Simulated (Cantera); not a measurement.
Feed: 1 mol TEOS, 11 mol N2O, equilibrated at 1327 °C and 16000 Pa.

These are equilibrium values from Cantera (NASA tables, ideal gas, pure condensed phases), not measurements of a reactor. Candidate condensed phases: C, C6H6, C7H8, C8H18, H2O, Si, SiC, SiO2, Si2N2O, Si3N4; 151 gas species. The feed counts by its element totals alone. The tables hold silica as quartz up to 1696 K and as liquid above; real silica turns to tridymite and cristobalite and melts near 1996 K. Gases not in the tables: Si(OH)4. The numbers say what is thermodynamically allowed, not how fast it happens.

Base state: N2 0.379, CO 0.231, H2 0.217, H2O 0.127, CO2 0.0450, H 6.34e-5 (mole fractions); condensed: SiO2(β-quartz).

Task: What changes in the equilibrium state with this change: temperature from 1327 °C to 1027 °C?

Result: 
```tsv
species	before	after
N2	0.379	0.379
H2	0.217	0.232
CO	0.231	0.216
CO2	0.0450	0.0596
H2O	0.127	0.113
H	6.34e-5	1.33e-6
SiO2(β-quartz), mol	1.000	1.00
```

Task: What changes in the equilibrium state with this change: temperature from 1327 °C to 600 °C?

Result: 
```
species               before    after
-------------------  -------  -------
N2                     0.379    0.381
H2                     0.217    0.274
CO                     0.231    0.166
CO2                   0.0450    0.109
H2O                    0.127   0.0672
CH4                    <1e-9  0.00248
H                    6.34e-5    <1e-9
NH3                  4.66e-7  2.15e-5
SiO2(β-quartz), mol    1.000     1.00
```
